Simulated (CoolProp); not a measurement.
Cyclopropane along the isotherm 278 K: Z from the reference equation and from simpler models built on Tc = 398.7 K, pc = 5605 kPa, ω = 0.131; each cubic takes its own stable root.

Computed with CoolProp (reference Helmholtz-energy equation of state, Polt 1992). This equation is an older, rougher fit; its heat capacities, sound speeds and derivatives of the liquid may be far off and weren't checked against measurements.

```tsv
p (kPa)	phase	reference
88.5	gas	0.9819
138	gas	0.9715
215	gas	0.9548
334	gas	0.9278
520	liquid	0.01458
810	liquid	0.02269
1260	liquid	0.03526
1960	liquid	0.05474
3060	liquid	0.08523
```

Task: How far does each simpler model (Redlich-Kwong, Soave-Redlich-Kwong) lie from the reference over these 9 states: mean and median of the absolute difference, and the worst?

Result: 
- Redlich-Kwong: mean 5.8 %, median 9.5 %, worst +9.9 % at 278 K and 520 kPa
- Soave-Redlich-Kwong: mean 4.8 %, median 7.9 %, worst +8.2 % at 278 K and 520 kPa
